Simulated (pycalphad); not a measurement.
Computed with pycalphad from the COST 507 light-alloy database (1999), at 1 atm. These are 1990s assessments: newer ones move some temperatures and phases. Phase fractions are per mole of atoms.

Q: Give the equilibrium state of Ti-1.45Si (at.%) at 827 °C.

A: hcp, fraction 0.960, with 0.48 Si at.%; SITI3, fraction 0.040, with 25.0 Si at.%.

Q: Give the equilibrium state of Ti-1.45Si (at.%) at 1527 °C.

A: 
```
T = 1800.00 K, P = 101325 Pa, N = 1 mol of atoms
G = -110435 J/mol, H = 48739 J/mol, S = 88.43 J/(mol K)  (SER reference)
chemical potentials (J/mol): Ti -107839, Si -286877
phase             fraction      x(Ti)      x(Si)
BCC_A2              0.9449     0.9890     0.0110
LIQUID              0.0551     0.9255     0.0745
```

Database names, with the compositions (at.%) that they take in these runs: SITI3: Ti 75 Si 25. BCC_A2 is bcc.
